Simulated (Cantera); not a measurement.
Feed: 1 mol SiHCl3, 0.13 mol C3H8, 1100 mol H2, 0.043 mol C2H2, held at 1950 K.

These are equilibrium values from Cantera (NASA tables, ideal gas, pure condensed phases), not measurements of a reactor. Candidate condensed phases: C, C6H6, C7H8, C8H18, Si, SiC; 109 gas species. Mutual solubility and eutectic melting of coexisting phases are not modelled. Gases not in the tables: Si2H6 and higher silanes. The numbers say what is thermodynamically allowed, not how fast it happens.

x: gas mole fraction; n: condensed amount in mol.

```csv
P (Pa),x H2,x H,x HCl,x Si,x C2H2 (acetylene),x SiH2,n SiC(s),n Si(l)
100,0.961,0.0355,0.00259,0.000836,0.000197,2.67e-6,0,0
320,0.976,0.0200,0.00264,0.000681,0.000131,7.09e-6,0.154,0
1000,0.985,…,0.00267,…,…,…,…,0
3200,0.990,0.00638,0.00267,0.000368,4.56e-6,3.88e-5,0.455,0
10000,0.993,0.00361,0.00266,0.000238,1.12e-6,7.88e-5,0.465,0.0745
32000,0.995,…,0.00267,…,1.12e-6,7.89e-5,0.464,…
100000,0.996,0.00114,0.00268,2.38e-5,1.12e-6,7.90e-5,0.448,0.392
```

Question: Fill in the missing entries.

Answer: 
- 1000, x H: 0.0114
- 1000, x Si: 0.000463
- 1000, x C2H2 (acetylene): 2.94e-5
- 1000, x SiH2: 1.52e-5
- 1000, n SiC(s): 0.396
- 32000, x H: 0.00202
- 32000, x Si: 7.44e-5
- 32000, n Si(l): 0.300
